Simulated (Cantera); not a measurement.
Input (Python, Cantera):

```python
import numpy as np
import cantera as ct

gas = ct.Solution("gri30.yaml")


def delay(T, t_max=10):
    gas.TPX = T, 101325, {'CH4': 1, 'O2': 3.28, 'N2': 12.3}
    reactor = ct.IdealGasConstPressureReactor(gas, clone=False)
    net = ct.ReactorNet([reactor])
    net.rtol, net.atol = 1e-8, 1e-16
    while net.time < t_max:
        t_old, T_old = net.time, reactor.T
        net.step()
        if reactor.T > T + 400:  # ignition: a rise of 400 K
            return t_old + (T + 400 - T_old) / (reactor.T - T_old) * (net.time - t_old)
    return np.nan


taus = []
for T in [1225, 1300, 1375, 1450, 1525]:
    taus.append(delay(T))
    print(f"T0 = {T:6g} K   tau = {taus[-1]:.4e} s")

# d ln(tau) / d ln(k), from doubling and halving each rate constant
T, sens = 1525, []
for i in range(gas.n_reactions):
    gas.set_multiplier(2.0, i)
    up = delay(T)
    gas.set_multiplier(0.5, i)
    down = delay(T)
    gas.set_multiplier(1.0, i)
    sens.append((np.log(up / down) / np.log(4.0), gas.reaction(i).equation))
sens.sort(key=lambda x: -abs(x[0]))
print(f"sensitivities at {T} K")
for s, eq in sens[:10]:
    print(f"{s:8.3f}  {eq}")
```

Output:

```
T0 =   1225 K   tau = 2.4471e-02 s
T0 =   1300 K   tau = 8.9928e-03 s
T0 =   1375 K   tau = 3.6115e-03 s
T0 =   1450 K   tau = 1.5928e-03 s
T0 =   1525 K   tau = 7.7410e-04 s
sensitivities at 1525 K
  -0.453  CH3 + O2 <=> CH3O + O
  -0.345  H + O2 <=> O + OH
   0.282  2 CH3 (+M) <=> C2H6 (+M)
   0.253  CH4 + H <=> CH3 + H2
  -0.181  CH3 + HO2 <=> CH3O + OH
  -0.135  CH3 + O2 <=> CH2O + OH
  -0.119  2 CH3 <=> C2H5 + H
   0.097  CH4 + OH <=> CH3 + H2O
  -0.095  CH3 + HO2 <=> CH4 + O2
  -0.081  CH2O + O2 <=> HCO + HO2
```

Model: GRI-Mech 3.0 (53 species, 325 reactions), integrated in Cantera.
